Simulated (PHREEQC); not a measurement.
Make-up at 25 °C: 2.1 mol MgCl2, 0.44 mol K2SO4 and 0.0011 mol H4SiO4 per kg of water. Closed to the air; pH follows from the charge balance.

All values are PHREEQC results (Pitzer model, pitzer.dat), not measurements.

Precipitation was switched off in this run.

Task: What pH does the model give?

Result: pH 5.24.

The solution is supersaturated, for example in SiO2(a), so a real one may precipitate; this is no full list. In brines, pH and single-ion activities rest on the MacInnes convention.
